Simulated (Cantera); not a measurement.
Input (Python, Cantera) and output of one run.

```python
import numpy as np
import cantera as ct

gas_names = [...]  # 110 gases of nasa_gas.yaml made of C, F, H
cond_names = """
    C(gr) C6H6(L) C7H8(L) C8H18(L),n-octa
""".split()


# ... load() reads the species with a 1 bar reference pressure and builds the phases ...
atoms = {
    'c-C4F8': {'C': 4, 'F': 8},
    'CH4': {'C': 1, 'H': 4},
    'H2': {'H': 2},
}
top_T = {'C(gr)': 4500}  # K; cautious upper limits of use, not melting points


# ... equilibrate(T, P, feed) seeds the gas with the atoms and calls Mixture.equilibrate('TP', solver="vcs", rtol=1e-11, max_steps=5000) ...
results = []
feed = {'c-C4F8': 1, 'CH4': 1.5, 'H2': 0.81}  # mol
P = 2300  # Pa
for T in [2000, 2500, 3000, 3500, 4000, 4500, 5000]:
    mix = equilibrate(T, P, feed)
    results.append((T, P, feed, dict(zip(mix.species_names, mix.species_moles))))

top = {s: max(r[3][s] / sum(r[3][g] for g in gas_names) for r in results) for s in gas_names}
cols = sorted((s for s in top if top[s] > 1e-05), key=lambda s: -top[s])[:5]
seen = [c for c in cond_names if any(r[3].get(c, 0) > 1e-12 for r in results)]
print("log10 of partial pressures in bar; condensed amounts in mol")
print(f"{'T/K':>10s}" + "".join(f"{s[:9]:>10s}" for s in cols + seen))
for T, P, feed, n in results:
    ng = sum(n[g] for g in gas_names)
    print(f"{T:10.4g}" + "".join(f"{np.log10(max(n[s] / ng * P / 1e5, 1e-99)):10.3f}" for s in cols)
          + "".join(f"{n.get(c, 0):10.4g}" for c in seen))
```

Output:

```
log10 of partial pressures in bar; condensed amounts in mol
       T/K        HF         F         H         C        C3     C(gr)
      2000    -1.647    -3.888    -6.723   -10.517   -10.557     5.391
      2500    -1.659    -3.041    -4.498    -6.779    -6.304     5.456
      3000    -1.728    -2.661    -2.878    -4.295    -3.506     4.971
      3500    -2.158    -2.235    -2.251    -2.916    -2.700         0
      4000    -2.964    -2.082    -2.093    -2.357    -3.527         0
      4500    -3.808    -2.064    -2.083    -2.239    -5.124         0
      5000    -4.503    -2.061    -2.082    -2.226    -6.644         0
```

Equilibrium computed with Cantera from the NASA thermochemical tables; the gas is ideal and each condensed phase is pure. The feed counts by its element totals alone. Gases not in the tables: C2F6 and larger saturated fluorocarbons.
